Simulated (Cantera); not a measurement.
An adiabatic, constant-pressure homogeneous reactor starts with 42.2 % CO, 8.02 % H2, 10.5 % O2, 39.3 % N2, equivalence ratio 2.4, at 1650 K and 6.80 bar.

Cantera simulation using GRI-Mech 3.0 (53 species, 325 reactions); the numbers are that mechanism's predictions, not measurements. The hydrogen kinetics of GRI-Mech 3.0 are dated; newer H2 mechanisms differ, most at raised pressure.

One state of this run: T (K) = 2866; x CO = 0.319; x H2 = 0.0181; x O2 = 0.00644; x N2O = 3.20e-7; x OH = 0.0117; x NO = 0.000465. x: mole fraction; the columns are a selection and need not sum to one.

Q: Which value of t (s) does it belong to?
A) 1.76e-5
B) 0.400
C) 7.37e-5
D) 0.00543

A: A, 1.76e-5
